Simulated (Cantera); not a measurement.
What does this Cantera script print?

```python
import numpy as np
import cantera as ct

gas = ct.Solution("h2o2.yaml")
gas.TPX = 1400, 110, {'H2': 0.32, 'O2': 1}
reactor = ct.IdealGasConstPressureReactor(gas, energy="off", clone=False)
net = ct.ReactorNet([reactor])
net.rtol, net.atol = 1e-08, 1e-18
show = ['H2', 'O2', 'H2O2', 'O', 'HO2', 'H', 'H2O']
times = np.geomspace(4e-06, 10, 9)

steps = ct.SolutionArray(gas, extra=["t"])
rows = []
print(f"{'t/s':>10s}{'T/K':>9s}{'P/Pa':>11s}" + "".join(f"{s:>11s}" for s in show))
for t in times:
    while net.time < t:
        t_next = net.step()
        steps.append(gas.state, t=t_next)
    rows.append([np.interp(t, steps.t, y) for y in (steps.T, steps.P, *steps(*show).X.T)])
    print(f"{t:10.3e}{rows[-1][0]:9.1f}{rows[-1][1]:11.4g}" + "".join(f"{x:11.3e}" for x in rows[-1][2:]))
rate = np.gradient(steps.T, steps.t)
print("integrator steps:", len(steps.t))
if steps.T.max() > steps.T[0] + 200:
    print(f"time of steepest temperature rise: {steps.t[rate.argmax()]:.4e} s")
gas.TPX = 1400, 110, {'H2': 0.32, 'O2': 1}
gas.equilibrate("TP")
print(f"equilibrium (TP): T = {gas.T:.1f} K  " + "  ".join(f"{s} {gas[s].X[0]:.3e}" for s in show))
```

Result:

```
       t/s      T/K       P/Pa         H2         O2       H2O2          O        HO2          H        H2O
 4.000e-06   1400.0        110  2.424e-01  7.576e-01  2.099e-14  9.074e-12  1.417e-09  1.408e-09  9.868e-14
 2.522e-05   1400.0        110  2.424e-01  7.576e-01  8.339e-13  3.461e-10  8.936e-09  8.615e-09  2.370e-11
 1.591e-04   1400.0        110  2.424e-01  7.576e-01  3.293e-11  1.122e-08  5.632e-08  4.989e-08  4.722e-09
 1.003e-03   1400.0        110  2.424e-01  7.576e-01  1.272e-09  4.476e-07  3.539e-07  7.844e-07  8.752e-07
 6.325e-03   1400.0        110  8.335e-02  6.634e-01  2.758e-08  4.961e-02  4.141e-07  6.488e-02  1.145e-01
 3.988e-02   1400.0        110  1.403e-02  6.093e-01  2.053e-08  9.928e-02  4.797e-07  7.746e-02  1.802e-01
 2.515e-01   1400.0        110  1.342e-02  6.172e-01  2.127e-08  9.260e-02  4.925e-07  7.018e-02  1.871e-01
 1.586e+00   1400.0        110  9.420e-03  6.574e-01  2.398e-08  5.832e-02  5.411e-07  3.588e-02  2.222e-01
 1.000e+01   1400.0        110  9.878e-04  7.168e-01  1.264e-08  5.487e-03  2.880e-07  1.047e-03  2.700e-01
integrator steps: 886
equilibrium (TP): T = 1400.0 K  H2 4.443e-06  O2 7.240e-01  H2O2 8.698e-10  O 2.443e-05  HO2 6.913e-08  H 3.112e-07  H2O 2.756e-01
```

Cantera simulation using the H2/O2 subset of GRI-Mech 3.0, which has no nitrogen chemistry; the numbers are that mechanism's predictions, not measurements. Radical loss at walls, strong at low pressure, is not modelled. The temperature is held fixed by assumption; the heat of reaction is taken as removed at once.
